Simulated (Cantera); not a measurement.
Feed: 1 mol n-butane, 1.6 mol O2, 0.68 mol H2, held at 252 °C and 3600 Pa.

Equilibrium computed with Cantera from the NASA thermochemical tables; the gas is ideal and each condensed phase is pure. Candidate condensed phases: C, C6H6, C7H8, C8H18, H2O; 110 gas species. The numbers say what is thermodynamically allowed, not how fast it happens.

Base state: H2O 0.524, CH4 0.302, H2 0.0921, CO2 0.0818, CO 0.000165 (mole fractions); condensed: C(graphite).

What changes in the equilibrium state with this change: temperature from 252 °C to 1677 °C?


```json
[
 {"species": "H2", "before": "0.0921", "after": "0.635"},
 {"species": "CO", "before": "0.000165", "after": "0.359"},
 {"species": "H", "before": "<1e-9", "after": "0.00482"},
 {"species": "H2O", "before": "0.524", "after": "1.18e-6"},
 {"species": "CO2", "before": "0.0818", "after": "1.52e-7"},
 {"species": "CH4", "before": "0.302", "after": "7.07e-6"},
 {"species": "C2H2 (acetylene)", "before": "<1e-9", "after": "0.000347"},
 {"species": "C(graphite), mol", "before": "2.21", "after": "0.794"}
]
```

What changes in the equilibrium state with this change: O2 from 1.6 to 0.0071 mol?


```
species             before    after
----------------  --------  -------
CH4                  0.302    0.842
H2                  0.0921    0.154
H2O                  0.524  0.00460
CO2                 0.0818  2.27e-6
CO                0.000165  8.70e-7
C(graphite), mol      2.21     1.40
```

What changes in the equilibrium state with this change: temperature from 252 °C to 2477 °C?


| species | before | after |
|---|---|---|
| H2 | 0.0921 | 0.432 |
| CO | 0.000165 | 0.317 |
| H | <1e-9 | 0.237 |
| H2O | 0.524 | 6.86e-8 |
| C2H2 (acetylene) | <1e-9 | 0.0122 |
| CO2 | 0.0818 | 7.36e-9 |
| CH4 | 0.302 | 7.02e-7 |
| C2H | <1e-9 | 0.000773 |
| C3 | <1e-9 | 0.000469 |
| C4H2 | <1e-9 | 0.000142 |
| C | <1e-9 | 0.000105 |
| C(graphite), mol | 2.21 | 0.516 |
